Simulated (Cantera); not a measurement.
Cantera run, input and output.

```python
import numpy as np
import cantera as ct

gas = ct.Solution("gri30.yaml")


def delay(T, t_max=10):
    gas.TPX = T, 150000, {'CH3OH': 1, 'O2': 1.63, 'N2': 6.13, 'CO2': 1.9}
    reactor = ct.IdealGasReactor(gas, clone=False)
    net = ct.ReactorNet([reactor])
    net.rtol, net.atol = 1e-8, 1e-16
    while net.time < t_max:
        t_old, T_old = net.time, reactor.T
        net.step()
        if reactor.T > T + 400:  # ignition: a rise of 400 K
            return t_old + (T + 400 - T_old) / (reactor.T - T_old) * (net.time - t_old)
    return np.nan


taus = []
for T in [1225, 1300, 1375, 1450, 1525, 1600, 1675, 1750]:
    taus.append(delay(T))
    print(f"T0 = {T:6g} K   tau = {taus[-1]:.4e} s")
```

It prints:

```
T0 =   1225 K   tau = 4.4807e-03 s
T0 =   1300 K   tau = 1.4851e-03 s
T0 =   1375 K   tau = 5.6975e-04 s
T0 =   1450 K   tau = 2.4866e-04 s
T0 =   1525 K   tau = 1.2123e-04 s
T0 =   1600 K   tau = 6.4761e-05 s
T0 =   1675 K   tau = 3.7232e-05 s
T0 =   1750 K   tau = 2.2715e-05 s
```

Detailed kinetics in Cantera: GRI-Mech 3.0 (53 species, 325 reactions). GRI-Mech 3.0 was tuned for natural gas; its chemistry of methanol as a main component is partial and can be far from experiment.
